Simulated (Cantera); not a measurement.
Standard-state values (1 bar) from the NASA 1993 polynomials, evaluated with Cantera. Values are per mole of reaction as written; species without (g) are pure solids or liquids, kept so even where they would boil at 1 bar.

4 N(g) + 2 B2O3(g) ⇌ 3 O2(g) + 4 BN

| T (K) | ΔH° (kJ) | ΔS° (J/K) | ΔG° (kJ) | log10 K |
|---|---|---|---|---|
| 1698 | [?] | [?] | [?] | [?] |
| 1748 | -1222.5 | -524.2 | -306.2 | 9.15 |
| 1798 | -1221.6 | -523.7 | -280.0 | 8.13 |
| 1848 | [?] | [?] | [?] | [?] |
| 1898 | -1219.6 | -522.6 | -227.7 | 6.27 |
| 1948 | [?] | [?] | [?] | [?] |
| 1998 | [?] | [?] | [?] | [?] |

Task: Fill in the missing entries.

Result: 
- 1698, ΔH° (kJ): -1223.5
- 1698, ΔS° (J/K): -524.7
- 1698, ΔG° (kJ): -332.4
- 1698, log10 K: 10.23
- 1848, ΔH° (kJ): -1220.6
- 1848, ΔS° (J/K): -523.1
- 1848, ΔG° (kJ): -253.8
- 1848, log10 K: 7.18
- 1948, ΔH° (kJ): -1218.6
- 1948, ΔS° (J/K): -522.1
- 1948, ΔG° (kJ): -201.6
- 1948, log10 K: 5.41
- 1998, ΔH° (kJ): -1217.6
- 1998, ΔS° (J/K): -521.6
- 1998, ΔG° (kJ): -175.5
- 1998, log10 K: 4.59
